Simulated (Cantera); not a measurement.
Input (Python, Cantera):

```python
import numpy as np
import cantera as ct

gas = ct.Solution("gri30.yaml")
gas.TP = 300, 64000
flame = ct.CounterflowDiffusionFlame(gas, width=0.02)
flame.fuel_inlet.X, flame.fuel_inlet.T = {'CH4': 1, 'C2H6': 0.86, 'C3H8': 0.19, 'N2': 0.59}, 550
flame.oxidizer_inlet.X, flame.oxidizer_inlet.T = {'O2': 0.26, 'N2': 0.74}, 650
flame.set_refine_criteria(ratio=3, slope=0.12, curve=0.24, prune=0.03)
show = ['OH', 'H', 'NO', 'CO', 'C2H2']

rows = []
print(f"{'mdot':>8s}{'a_max':>10s}{'a_mean':>10s}{'Tmax/K':>9s}" + "".join(f"{s:>11s}" for s in show) + "   (peak mole fractions)")
for i, mdot in enumerate([0.16, 0.22, 0.29, 0.4, 0.53, 0.72, 0.98, 1.3, 1.8]):  # kg/m2/s on the oxidiser side
    flame.oxidizer_inlet.mdot, flame.fuel_inlet.mdot = mdot, 0.89 * mdot
    flame.solve(loglevel=0, auto=(i == 0))
    if flame.T.max() < max(550, 650) + 100:
        print(f"{mdot:8.3g}  no burning solution found from the previous one")
        break
    dT = np.abs(np.gradient(flame.T, flame.grid))
    rows.append([flame.strain_rate("max"), flame.strain_rate("mean"), flame.T.max(),
                 *(flame.X[gas.species_index(s)].max() for s in show), max(dT[0], dT[-1]) / dT.max()])
    print(f"{mdot:8.3g}{rows[-1][0]:10.1f}{rows[-1][1]:10.1f}{rows[-1][2]:9.1f}" + "".join(f"{x:11.3e}" for x in rows[-1][3:-1]))
```

It prints:

```
    mdot     a_max    a_mean   Tmax/K         OH          H         NO         CO       C2H2   (peak mole fractions)
    0.16     227.9      43.4   2273.8  1.424e-02  7.893e-03  4.826e-04  9.277e-02  3.991e-02
    0.22     303.6      59.6   2253.7  1.407e-02  8.265e-03  4.384e-04  9.119e-02  3.873e-02
    0.29     390.3      78.6   2237.6  1.393e-02  8.583e-03  4.046e-04  8.990e-02  3.766e-02
     0.4     524.3     108.4   2224.1  1.388e-02  9.021e-03  3.718e-04  8.895e-02  3.664e-02
    0.53     678.2     143.6   2207.9  1.366e-02  9.328e-03  3.383e-04  8.787e-02  3.540e-02
    0.72     898.7     195.1   2190.5  1.339e-02  9.639e-03  3.013e-04  8.682e-02  3.393e-02
    0.98    1192.8     265.6   2173.6  1.310e-02  9.918e-03  2.642e-04  8.612e-02  3.245e-02
     1.3    1544.6     352.3   2155.1  1.271e-02  1.008e-02  2.277e-04  8.550e-02  3.079e-02
     1.8    2080.6     487.8   2130.2  1.215e-02  1.015e-02  1.840e-04  8.500e-02  2.843e-02
```

Model: GRI-Mech 3.0 (53 species, 325 reactions), integrated in Cantera. GRI-Mech 3.0 has no aromatics or soot, which form on the fuel side of real flames. The maximum strain rate includes the flame's own expansion and is several times the mean.
